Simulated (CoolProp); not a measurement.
The fluid at 256.94 K and 0.429 MPa is compressed adiabatically to 1.09 MPa with isentropic efficiency 0.8. The same conditions are run with several fluids, on thermodynamics alone (safety and materials aside).

Model: reference Helmholtz-energy equation of state of each fluid (nitrous oxide: Lemmon 2006; R13: Platzer 1990; C2F6 (R116): Lemmon 2006; oxygen: Schmidt 1985), in CoolProp. The equations of Platzer and Polt are older, rougher fits.

```tsv
fluid	work (kJ/kg)	final temperature (K)	final density (kg/m³)
nitrous oxide	60.3	329.7	18.3
R13	23.3	300.9	50.7
C2F6 (R116)	(withheld)	(withheld)	(withheld)
oxygen	88.7	(withheld)	(withheld)
```

Question: Complete the blanks.

Answer: 
- C2F6 (R116), work (kJ/kg): 16.8
- C2F6 (R116), final temperature (K): 286.3
- C2F6 (R116), final density (kg/m³): 73.9
- oxygen, final temperature (K): 354.0
- oxygen, final density (kg/m³): 11.9

Above 300 K oxygen's equation is extrapolated.
